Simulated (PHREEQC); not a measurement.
Solution (28 °C): 7.5 mmol/kgw SrCl2, 15 mmol/kgw CO2 and 0.05 mmol/kgw H4SiO4. Closed to the air; pH follows from the charge balance.

Equilibrium calculation in PHREEQC: ion-association model, phreeqc.dat.

This is a speciation only: nothing precipitates in the calculation.

**Question.** Estimate the pH, specific conductance.

**Answer.** pH 4.06; specific conductance 1920 µS/cm.
